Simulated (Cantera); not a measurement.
An isothermal plug-flow reactor at 1125 K and 1.01 bar (inlet), inlet velocity 0.61 m/s, active area per volume 9700 1/m; feed 0.283 % CH₄, 6.60 % O₂, 93.1 % N₂, equivalence ratio 0.086.

Detailed kinetics in Cantera: Deutschmann's 1995 Pt surface mechanism with GRI-Mech 3.0 gas chemistry. Catalytic surfaces can have several steady states; this one follows from the mechanism file's or the stated starting coverage. Mass transfer to the wall is taken as infinitely fast.

One state of this run: x CH₄ = 2.64e-9; x O₂ = 0.0604; x H₂O = 0.00565; x CO₂ = 0.00283; x CO = 1.63e-10; θ free Pt = 0.367; θ O* = 0.632; θ OH* = 0.00111. x: gas mole fraction; θ: surface coverage.

### Question
Which value of z (m) does it belong to?
(A) 0.0039
(B) 6.6e-05
(C) 0.00018
(D) 0.00085

### Answer
A, 0.0039
